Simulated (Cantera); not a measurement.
A Cantera script and its output.

```python
import numpy as np
import cantera as ct

surf = ct.Interface("diamond.yaml", "diamond_100")
gas, bulk = surf.adjacent["gas"], surf.adjacent["diamond"]
k = surf.kinetics_species_index(bulk.species_names[0])
cover = ["c6HH", "c6H*", "c6*H", "c6**", "c6HM", "c6B"]

rows, drift = [], 0.0
print(f"{'xH':>10s}{'um/h':>11s}" + "".join(f"{s:>11s}" for s in cover))
for v in [0.0001, 0.0002, 0.00041, 0.00084, 0.0017, 0.0035, 0.0071, 0.014, 0.029]:
    T, P, xH, xCH3 = 1200, 18000, v, 3.1e-05
    gas.TPX = T, P, {"H": xH, "CH3": xCH3, "CH4": 0.0023, "H2": 1 - xH - xCH3 - 0.0023}
    surf.TP = bulk.TP = T, P
    surf.coverages = "c6H*:0.1, c6HH:0.9"
    surf.advance_coverages(100.0)
    before = surf.coverages
    surf.advance_coverages(100.0)
    drift = max(drift, np.max(np.abs(surf.coverages - before) / (surf.coverages + 1e-9)))
    rate = surf.net_production_rates[k] * bulk.mean_molecular_weight / bulk.density * 3.6e9
    rows.append([rate, *surf[cover].coverages])
    print(f"{v:10.4g}{rate:11.4e}" + "".join(f"{x:11.3e}" for x in rows[-1][1:]))
```

It prints:

```
        xH       um/h       c6HH       c6H*       c6*H       c6**       c6HM        c6B
    0.0001 1.3818e-01  6.179e-01  2.715e-02  3.475e-01  5.069e-03  1.043e-03  3.750e-10
    0.0002 3.1253e-01  5.458e-01  3.201e-02  4.097e-01  9.721e-03  1.300e-03  8.481e-10
   0.00041 6.4235e-01  4.964e-01  3.515e-02  4.498e-01  1.572e-02  1.484e-03  1.743e-09
   0.00084 1.1946e+00  4.676e-01  3.685e-02  4.713e-01  2.141e-02  1.523e-03  3.242e-09
    0.0017 2.0051e+00  4.522e-01  3.772e-02  4.820e-01  2.561e-02  1.380e-03  5.441e-09
    0.0035 3.0537e+00  4.442e-01  3.822e-02  4.874e-01  2.832e-02  1.081e-03  8.286e-09
    0.0071 4.0932e+00  4.403e-01  3.857e-02  4.900e-01  2.984e-02  7.367e-04  1.111e-08
     0.014 4.9039e+00  4.385e-01  3.895e-02  4.911e-01  3.068e-02  4.548e-04  1.331e-08
     0.029 5.4966e+00  4.375e-01  3.959e-02  4.912e-01  3.125e-02  2.482e-04  1.492e-08
```

Cantera simulation using the Harris–Goodwin 1993 mechanism for the reconstructed diamond (100) surface; the numbers are that mechanism's predictions, not measurements.
